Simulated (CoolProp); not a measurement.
Benzene along the isotherm 620 K: fugacity coefficient from the reference equation and from simpler models built on Tc = 562.0 K, pc = 4.906 MPa, ω = 0.211; each cubic takes its own stable root.

Computed with CoolProp (reference Helmholtz-energy equation of state, Thol 2012).

| p (MPa) | phase | reference |
|---|---|---|
| 1.12 | gas | 0.9447 |
| 2.23 | gas | 0.8914 |
| 3.35 | gas | 0.8387 |
| 4.46 | gas | 0.7875 |
| 5.58 | supercritical | 0.7364 |
| 6.69 | supercritical | 0.6865 |
| 7.81 | supercritical | 0.6373 |
| 8.92 | supercritical | 0.5916 |
| 10 | supercritical | 0.5527 |
| 11.2 | supercritical | 0.5164 |
| 12.3 | supercritical | 0.4888 |

Problem. How far does each simpler model (Redlich-Kwong, Soave-Redlich-Kwong, Peng-Robinson) lie from the reference over these 11 states: mean and median of the absolute difference, and the worst?

Solution. 
- Redlich-Kwong: mean 1.1 %, median 1.1 %, worst -1.9 % at 620 K and 7.81 MPa
- Soave-Redlich-Kwong: mean 1.4 %, median 0.7 %, worst +4.3 % at 620 K and 12.3 MPa
- Peng-Robinson: mean 2.4 %, median 2.6 %, worst -3.3 % at 620 K and 6.69 MPa
